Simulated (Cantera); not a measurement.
Input: 1 mol CH3SiCl3, 0.066 mol C2H4, 2.2 mol H2, 0.65 mol C3H8, at 0.320 bar.

Equilibrium computed with Cantera from the NASA thermochemical tables; the gas is ideal and each condensed phase is pure. Candidate condensed phases: C, C6H6, C7H8, C8H18, Si, SiC; 109 gas species. The feed counts by its element totals alone. The tables' values for SiCl3 are old estimates; treat these amounts as uncertain. Rates play no part. All values below are at 1648 K.

Base state: H2 0.638, HCl 0.350, SiCl2 0.00840, SiCl3 0.00219, SiCl4 0.00125, SiHCl3 0.000382, CH4 0.000174, H 0.000126 (mole fractions); condensed: C(graphite) + SiC(s).

Q: What changes in the equilibrium state with this change: CH3SiCl3 replaced by SiF4?

A: 
```json
[
 {"species": "H2", "before": "0.638", "after": "0.807"},
 {"species": "SiF4", "before": "0", "after": "0.143"},
 {"species": "HF", "before": "0", "after": "0.0253"},
 {"species": "HCl", "before": "0.350", "after": "0"},
 {"species": "SiF3", "before": "0", "after": "0.0174"},
 {"species": "SiCl2", "before": "0.00840", "after": "0"},
 {"species": "SiHF3", "before": "0", "after": "0.00586"},
 {"species": "SiCl3", "before": "0.00219", "after": "0"},
 {"species": "SiCl4", "before": "0.00125", "after": "0"},
 {"species": "SiF2", "before": "0", "after": "0.000948"},
 {"species": "C(graphite), mol", "before": "2.18", "after": "2.08"},
 {"species": "SiC(s), mol", "before": "0.903", "after": "0"}
]
```
The tables' values for SiF3, SiF2 are old estimates; treat these amounts as uncertain.
